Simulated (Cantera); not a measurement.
A jet of H₂ : O₂ : N₂ = 0.012 : 0.11 : 0.79 (molar parts) at 300 K and 0.138 atm hits a platinum plate 2.8 cm away at a mass flux of 0.07 kg/m²/s; the plate temperature is set and raised in steps from an oxygen-covered start.

Detailed kinetics in Cantera: Deutschmann's 1995 Pt surface mechanism with GRI-Mech 3.0 gas chemistry. Catalytic surfaces can have several steady states; this one follows from the mechanism file's or the stated starting coverage.

x: mole fraction at the wall; θ: surface coverage.

```
plate T (K)  wall x H₂  wall x O₂  wall x H₂O  wall x OH  θ free Pt   θ O*    θ OH*
-----------  ---------  ---------  ----------  ---------  ---------  -----  -------
700            0.00183      0.108      0.0219      <1e-8     0.0373  0.961  0.00208
750            0.00142      0.108      0.0226      <1e-8     0.0520  0.946  0.00179
800                [?]      0.108      0.0233      <1e-8        [?]  0.916  0.00169
850           0.000670      0.107      0.0238      <1e-8      0.126  0.872  0.00160
900                [?]      0.107      0.0240        [?]        [?]  0.819  0.00148
```

### Question
Complete the blanks.

### Answer

- 800, wall x H₂: 0.000965
- 800, θ free Pt: 0.0820
- 900, wall x H₂: 0.000492
- 900, wall x OH: 2.82e-8
- 900, θ free Pt: 0.180
